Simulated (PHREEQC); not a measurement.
Make-up at 25 °C: 0.06 mol/kgw NH4Cl. Closed to the air; pH follows from the charge balance.

Model: ion-association model, phreeqc.dat, run in PHREEQC.

No solid was allowed to form.

Question: Estimate the pH, density.

Answer: pH 5.32; density 0.998 g/cm³.
